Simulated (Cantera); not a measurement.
A closed system holds: 1 mol SiH2Cl2, 0.42 mol Cl2, 66 mol N2, held at 1025 °C and 27.0 mbar.

Equilibrium computed with Cantera from the NASA thermochemical tables; the gas is ideal and each condensed phase is pure. Candidate condensed phases: NH4Cl, Si, Si3N4; 28 gas species. N2 is the only nitrogen source here; it is nearly inert below about 1500 K, so the nitride shown seldom forms there in practice. The tables' values for SiCl3 are old estimates; treat these amounts as uncertain. The numbers say what is thermodynamically allowed, not how fast it happens.

Base state: N2 0.968, HCl 0.0253, SiCl4 0.00345, H2 0.00211, SiCl3 0.000566, SiCl2 0.000554, SiHCl3 1.30e-5 (mole fractions); condensed: Si3N4(s).

Task: What changes in the equilibrium state with this change: Cl2 from 0.42 to 0.015 mol?

Result: 
```json
[
 {"species": "N2", "before": "0.968", "after": "0.971"},
 {"species": "HCl", "before": "0.0253", "after": "0.0236"},
 {"species": "H2", "before": "0.00211", "after": "0.00304"},
 {"species": "SiCl4", "before": "0.00345", "after": "0.00126"},
 {"species": "SiCl3", "before": "0.000566", "after": "0.000266"},
 {"species": "SiHCl3", "before": "1.30e-5", "after": "7.34e-6"},
 {"species": "Si3N4(s), mol", "before": "0.230", "after": "0.291"}
]
```

Task: What changes in the equilibrium state with this change: SiH2Cl2 replaced by Si3H8?

Result: 
| species | before | after |
|---|---|---|
| N2 | 0.968 | 0.935 |
| H2 | 0.00211 | 0.0523 |
| HCl | 0.0253 | 0.0123 |
| SiCl2 | 0.000554 | 5.39e-6 |
| SiCl4 | 0.00345 | 3.18e-7 |
| SiCl3 | 0.000566 | 5.36e-7 |
| Si3N4(s), mol | 0.230 | 1.000 |
The feed counts by its element totals alone.
